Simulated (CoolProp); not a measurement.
Values from CoolProp's reference Helmholtz-energy equation of state, Lemmon 2003. It is a pseudo-pure fit of the blend.

Q: For R410A, give the phase and the Joule-Thomson coefficient (K/MPa), viscosity (µPa s) at 391.1 K and 5.75 bar; 472.8 K and 5.75 bar.

A: 
- 391.1 K and 5.75 bar: gas; Joule-Thomson coefficient 8.31, viscosity 17.1
- 472.8 K and 5.75 bar: gas; Joule-Thomson coefficient 4.75, viscosity 20.3

Viscosity comes from a separate model (Geller 2000).
